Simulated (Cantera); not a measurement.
Input: 1 mol SiC, 0.16 mol O2, 7.6 mol N2, held at 2100 K and 7.40e-6 bar.

Equilibrium computed with Cantera from the NASA thermochemical tables; the gas is ideal and each condensed phase is pure. Candidate condensed phases: C, Si, SiC, SiO2, Si2N2O, Si3N4; 34 gas species. The tables' values for SiN are old estimates; treat these amounts as uncertain. Equilibrium is a limit: real reactors are often held back by kinetics, nucleation or transport.

Base state: N2 0.852, Si 0.105, CO 0.0358, SiC2 0.00674, CN 0.000664, Si2C 0.000319, SiN 5.45e-5, C3 3.90e-5 (mole fractions); condensed: C(graphite).

Task: What changes in the equilibrium state with this change: 0.91 mol CO2 added?

Result: 
```csv
species,before,after
N2,0.852,0.723
CO,0.0358,0.182
Si,0.105,0.0732
SiO,3.10e-5,0.0219
SiC2,0.00674,1.19e-7
C3,3.90e-5,<1e-9
Si2C,0.000319,7.83e-7
CN,0.000664,3.07e-6
C,3.20e-5,1.61e-7
"C(graphite), mol",0.550,0
```
